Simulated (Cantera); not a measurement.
Mixture: CH₄ : C₂H₆ : C₃H₈ : O₂ : N₂ : H₂O = 1 : 0.035 : 0.65 : 4.48 : 16.8 : 5.5 (molar parts), equivalence ratio 1.2, at 4.93 atm, adiabatic and at constant pressure. Ignition delay is the time to a rise of 400 K.

Detailed kinetics in Cantera: GRI-Mech 3.0 (53 species, 325 reactions). GRI-Mech 3.0 was tuned for natural gas; its chemistry of propane as a main component is partial and can be far from experiment.

**Question.** What does this change do: C3H8 0.65 to 0.92 parts?

**Answer.** 
```json
[
 {"quantity": "delay at 1098 K", "before": "18.1 ms", "after": "19.8 ms"},
 {"quantity": "delay at 1173 K", "before": "4.98 ms", "after": "5.23 ms"},
 {"quantity": "delay at 1248 K", "before": "1.43 ms", "after": "1.45 ms"},
 {"quantity": "delay at 1323 K", "before": "0.453 ms", "after": "0.452 ms"},
 {"quantity": "delay at 1398 K", "before": "0.164 ms", "after": "0.162 ms"},
 {"quantity": "delay at 1473 K", "before": "68.4 µs", "after": "67.3 µs"},
 {"quantity": "delay at 1548 K", "before": "32.5 µs", "after": "32.0 µs"},
 {"quantity": "apparent activation energy between 1398 and 1548 K", "before": "190 kJ/mol", "after": "190 kJ/mol"}
]
```
